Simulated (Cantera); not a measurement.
Charge: 1 mol C2F6, 0.04 mol HCl, held at 1525 °C and 0.000590 bar.

Cantera equilibrium calculation (NASA polynomials, part measured and part estimated; ideal gas, pure solids and liquids). Candidate condensed phases: C, C6H6, C7H8, C8H18; 118 gas species. The feed counts by its element totals alone. Gases not in the tables: C2F6 and larger saturated fluorocarbons. Rates play no part.

Base state: CF4 0.849, CF2 0.0655, F 0.0337, HF 0.0240, Cl 0.0239, CF3 0.00360, CF 5.13e-5, CClF3 3.38e-5 (mole fractions); condensed: C(graphite).

Task: What changes in the equilibrium state with this change: temperature from 1525 °C to 3000 °C?

Result: 
| species | before | after |
|---|---|---|
| F | 0.0337 | 0.786 |
| C | <1e-9 | 0.138 |
| C3 | <1e-9 | 0.0247 |
| CF4 | 0.849 | <1e-9 |
| C2 | <1e-9 | 0.0178 |
| CF2 | 0.0655 | 9.51e-5 |
| CF | 5.13e-5 | 0.0226 |
| HF | 0.0240 | 0.00157 |
| Cl | 0.0239 | 0.00540 |
| CF3 | 0.00360 | 1.95e-9 |
| H | 2.47e-8 | 0.00383 |
| CClF3 | 3.38e-5 | <1e-9 |
| C4 | <1e-9 | 2.54e-5 |
| C5 | <1e-9 | 2.12e-5 |
| C(graphite), mol | 0.468 | 0 |
